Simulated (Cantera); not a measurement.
A perfectly stirred reactor is fed with CH₄ : CO₂ = 1 : 3.5 (molar parts), at 15.8 atm; it is held at 1500 K, and followed from long to short residence time.

Computed with Cantera and GRI-Mech 3.0 (53 species, 325 reactions). The pressure lies above the range GRI-Mech 3.0 was tuned for (to about 10 atm).

One state of this run: x CH₄ = 0.203; x CO₂ = 0.762; x C₂H = 1.42e-10; x C₂H₆ = 0.000768; x C₂H₂ = 0.00439; x H = 1.87e-7; x O₂ = <1e-12. x: mole fraction; the columns are a selection and need not sum to one.

Task: Which value of τ (s) does it belong to?
(A) 0.0018
(B) 0.49
(C) 0.012
(D) 0.00027

Result: C, 0.012
